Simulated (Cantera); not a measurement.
**Premixed flame**

A freely propagating, adiabatic, planar premixed flame of 44.8 % H2, 14.9 % O2, 40.3 % N2, equivalence ratio 1.5, unburnt at 448 K and 2.27 atm; mixture-averaged transport, grid criteria slope 0.08 and curve 0.16, no radiation.

Model: the H2/O2 subset of GRI-Mech 3.0, which has no nitrogen chemistry, integrated in Cantera. The hydrogen kinetics of GRI-Mech 3.0 are dated; newer H2 mechanisms differ, most at raised pressure. Burning velocities carry a grid error of a few per cent, more on coarse grids.

```json
[
 {"z (mm)": "-0.384", "T (K)": "448", "u (m/s)": "7.59", "x H2": "0.448", "x O2": "0.149", "x H2O": "<1e-8", "x O": "<1e-8", "x HO2": "<1e-8", "x OH": "<1e-8"},
 {"z (mm)": "-0.256", "T (K)": "448", "u (m/s)": "7.59", "x H2": "0.448", "x O2": "0.149", "x H2O": "<1e-8", "x O": "<1e-8", "x HO2": "<1e-8", "x OH": "<1e-8"},
 {"z (mm)": "-0.192", "T (K)": "448", "u (m/s)": "7.59", "x H2": "0.448", "x O2": "0.149", "x H2O": "<1e-8", "x O": "<1e-8", "x HO2": "<1e-8", "x OH": "<1e-8"},
 {"z (mm)": "-0.128", "T (K)": "448", "u (m/s)": "7.59", "x H2": "0.448", "x O2": "0.149", "x H2O": "1.77e-7", "x O": "<1e-8", "x HO2": "1.04e-7", "x OH": "<1e-8"},
 {"z (mm)": "-0.0639", "T (K)": "467", "u (m/s)": "7.85", "x H2": "0.444", "x O2": "0.150", "x H2O": "0.000352", "x O": "3.49e-6", "x HO2": "0.000217", "x OH": "2.23e-5"},
 {"z (mm)": "-0.0320", "T (K)": "773", "u (m/s)": "12.5", "x H2": "0.403", "x O2": "0.145", "x H2O": "0.0234", "x O": "0.000323", "x HO2": "0.000564", "x OH": "0.00148"},
 {"z (mm)": "0", "T (K)": "1291", "u (m/s)": "20.2", "x H2": "0.296", "x O2": "0.105", "x H2O": "0.115", "x O": "0.00415", "x HO2": "0.000211", "x OH": "0.00373"},
 {"z (mm)": "0.0320", "T (K)": "1644", "u (m/s)": "25.4", "x H2": "0.191", "x O2": "0.0413", "x H2O": "0.233", "x O": "0.00759", "x HO2": "7.66e-5", "x OH": "0.00932"},
 {"z (mm)": "0.0639", "T (K)": "1815", "u (m/s)": "27.8", "x H2": "0.154", "x O2": "0.0148", "x H2O": "0.282", "x O": "0.00703", "x HO2": "2.62e-5", "x OH": "0.0127"},
 {"z (mm)": "0.128", "T (K)": "1978", "u (m/s)": "30.1", "x H2": "0.148", "x O2": "0.00568", "x H2O": "0.301", "x O": "0.00572", "x HO2": "9.50e-6", "x OH": "0.0149"},
 {"z (mm)": "0.256", "T (K)": "2139", "u (m/s)": "32.1", "x H2": "0.153", "x O2": "0.00362", "x H2O": "0.311", "x O": "0.00411", "x HO2": "5.61e-6", "x OH": "0.0151"},
 {"z (mm)": "0.512", "T (K)": "2292", "u (m/s)": "34.0", "x H2": "0.159", "x O2": "0.00220", "x H2O": "0.320", "x O": "0.00253", "x HO2": "3.27e-6", "x OH": "0.0137"},
 {"z (mm)": "1.02", "T (K)": "2418", "u (m/s)": "35.5", "x H2": "0.163", "x O2": "0.00117", "x H2O": "0.330", "x O": "0.00135", "x HO2": "1.72e-6", "x OH": "0.0111"}
]
```
x: mole fraction of selected species; z is measured from the peak of heat release.

The laminar burning velocity is 759 cm/s and the thermal thickness is 0.128 mm. The peak x(O) is 0.00762 and the peak x(HO2) is 0.000822. The peak x(OH) is 0.0152 and the grid points comes out as 113.
